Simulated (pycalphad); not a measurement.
CALPHAD calculation (pycalphad, COST 507 light-alloy database (1999)), 1 atm. The data set is of 1999 and partly superseded. Amounts are mole fractions of atoms. Diffusion is slow at the low end, where real alloys seldom reach equilibrium.

Problem. Give the equilibrium state of Si-30.4Fe (at.%) at 297 °C.

Solution. 
```
T = 570.00 K, P = 101325 Pa, N = 1 mol of atoms
G = -36465 J/mol, H = -15761 J/mol, S = 36.32 J/(mol K)  (SER reference)
chemical potentials (J/mol): Si -12833, Fe -90572
phase             fraction      x(Si)      x(Fe)
FESI2_L             0.9120     0.6667     0.3333
DIAMOND_A4          0.0880     1.0000       none
```

Problem. Give the equilibrium state of Si-30.4Fe (at.%) at 1177 °C.

Solution. 
```
T = 1450.00 K, P = 101325 Pa, N = 1 mol of atoms
G = -82068 J/mol, H = 14051 J/mol, S = 66.29 J/(mol K)  (SER reference)
chemical potentials (J/mol): Si -56785, Fe -139954
phase             fraction      x(Si)      x(Fe)
FESI2_H             0.9800     0.7000     0.3000
FESI                0.0200     0.5000     0.5000
```

Database names, with the compositions (at.%) that they take in these runs: FESI2_H: Si 70 Fe 30; FESI: Si 50 Fe 50; FESI2_L: Si 67 Fe 33. DIAMOND_A4 is diamond (Si). An entry "none" or "no" means that the model of the phase leaves that element out.
